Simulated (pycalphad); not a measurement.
CALPHAD calculation (pycalphad, COST 507 light-alloy database (1999)), 1 atm. The data set is of 1999 and partly superseded. Phase fractions are per mole of atoms. Kinetics are ignored, which matters at the lower temperatures.

### Question
Give the equilibrium state of Ti-33.3B (at.%) at 700 K.

### Answer
BM, fraction 0.666, with 50.0 B at.%; hcp, fraction 0.334, with 0.03 B at.%.

### Question
Give the equilibrium state of Ti-33.3B (at.%) at 1900 K.

### Answer
BM, fraction 0.566, with 50.0 B at.%; liquid, fraction 0.434, with 11.6 B at.%.

Database names, with the compositions (at.%) that they take in these runs: BM: Ti 50 B 50.
